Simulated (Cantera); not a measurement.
Cantera run, input and output.

```python
import numpy as np
import cantera as ct

gas = ct.Solution("gri30.yaml")
gas.TPX = 1973, 13332, {'NO': 1, 'N2': 4.7}
reactor = ct.IdealGasConstPressureReactor(gas, energy="off", clone=False)
net = ct.ReactorNet([reactor])
net.rtol, net.atol = 1e-08, 1e-18
show = ['NO', 'N2', 'NO2', 'O', 'N2O', 'O2']
times = np.geomspace(4e-06, 2, 14)

steps = ct.SolutionArray(gas, extra=["t"])
rows = []
print(f"{'t/s':>10s}{'T/K':>9s}{'P/Pa':>11s}" + "".join(f"{s:>11s}" for s in show))
for t in times:
    while net.time < t:
        t_next = net.step()
        steps.append(gas.state, t=t_next)
    rows.append([np.interp(t, steps.t, y) for y in (steps.T, steps.P, *steps(*show).X.T)])
    print(f"{t:10.3e}{rows[-1][0]:9.1f}{rows[-1][1]:11.4g}" + "".join(f"{x:11.3e}" for x in rows[-1][2:]))
rate = np.gradient(steps.T, steps.t)
print("integrator steps:", len(steps.t))
if steps.T.max() > steps.T[0] + 200:
    print(f"time of steepest temperature rise: {steps.t[rate.argmax()]:.4e} s")
gas.TPX = 1973, 13332, {'NO': 1, 'N2': 4.7}
gas.equilibrate("TP")
print(f"equilibrium (TP): T = {gas.T:.1f} K  " + "  ".join(f"{s} {gas[s].X[0]:.3e}" for s in show))
```

Output:

```
       t/s      T/K       P/Pa         NO         N2        NO2          O        N2O         O2
 4.000e-06   1973.0  1.333e+04  1.754e-01  8.246e-01  8.684e-12  1.563e-08  1.562e-08  9.727e-13
 1.098e-05   1973.0  1.333e+04  1.754e-01  8.246e-01  6.503e-11  4.289e-08  4.283e-08  7.312e-12
 3.012e-05   1973.0  1.333e+04  1.754e-01  8.246e-01  4.863e-10  1.177e-07  1.172e-07  5.527e-11
 8.264e-05   1973.0  1.333e+04  1.754e-01  8.246e-01  3.551e-09  3.230e-07  3.193e-07  4.154e-10
 2.268e-04   1973.0  1.333e+04  1.754e-01  8.246e-01  2.479e-08  8.883e-07  8.591e-07  3.135e-09
 6.223e-04   1973.0  1.333e+04  1.754e-01  8.246e-01  1.548e-07  2.472e-06  2.235e-06  2.396e-08
 1.707e-03   1973.0  1.333e+04  1.754e-01  8.246e-01  7.872e-07  7.206e-06  5.326e-06  1.953e-07
 4.685e-03   1973.0  1.333e+04  1.754e-01  8.246e-01  3.137e-06  2.245e-05  1.027e-05  1.885e-06
 1.286e-02   1973.0  1.333e+04  1.753e-01  8.246e-01  8.823e-06  6.052e-05  1.354e-05  2.085e-05
 3.528e-02   1973.0  1.333e+04  1.750e-01  8.247e-01  1.266e-05  8.834e-05  1.363e-05  1.463e-04
 9.680e-02   1973.0  1.333e+04  1.742e-01  8.251e-01  1.360e-05  9.443e-05  1.346e-05  5.504e-04
 2.656e-01   1973.0  1.333e+04  1.719e-01  8.263e-01  1.557e-05  1.072e-04  1.303e-05  1.691e-03
 7.289e-01   1973.0  1.333e+04  1.653e-01  8.296e-01  1.984e-05  1.372e-04  1.188e-05  4.989e-03
 2.000e+00   1973.0  1.333e+04  1.459e-01  8.392e-01  2.654e-05  1.997e-04  9.027e-06  1.461e-02
integrator steps: 463
equilibrium (TP): T = 1973.0 K  NO 4.876e-03  N2 9.096e-01  NO2 2.043e-06  O 4.357e-04  N2O 1.078e-07  O2 8.504e-02
```

Model: GRI-Mech 3.0 (53 species, 325 reactions), integrated in Cantera.
